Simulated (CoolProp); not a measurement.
Saturation properties of oxygen.

Model: reference Helmholtz-energy equation of state, Schmidt 1985, in CoolProp.

| T (K) | p (kPa) | liquid density (kg/m³) | surface tension (mN/m) | liquid viscosity (µPa s) |
|---|---|---|---|---|
| 106.8 | 432.9 | 1054 | 9.12 | 131 |
| 109.4 | 521.3 | 1039 | 8.52 | 123 |
| 112.1 | 626.3 | 1023 | 7.90 | 116 |
| 114.7 | 741.4 | 1007 | 7.31 | 110 |
| 117.4 | 876.3 | 990.6 | 6.71 | 103 |
| 120 | 1022 | 973.9 | 6.14 | 97.4 |
| 122.7 | 1192 | 955.8 | 5.56 | 91.7 |
| 125.3 | 1373 | 937.6 | 5.01 | 86.5 |
| 128 | ___ | 917.8 | 4.45 | 81.3 |
| 130.6 | 1802 | 897.8 | 3.92 | 76.5 |
| 133.3 | 2054 | 875.7 | 3.39 | 71.6 |
| 135.9 | 2320 | 852.9 | 2.89 | 67.1 |
| 138.6 | 2621 | ___ | 2.38 | 62.6 |
| 141.2 | 2937 | ___ | 1.92 | 58.2 |

**Question.** What belongs in the gaps?

**Answer.** 
- 128, p (kPa): 1581
- 138.6, liquid density (kg/m³): 827.4
- 141.2, liquid density (kg/m³): 800.5

It boils at 90.2 K under 1 atm.

Viscosity comes from a separate model (Lemmon 2004). Surface tension comes from a separate correlation (Mulero 2012).
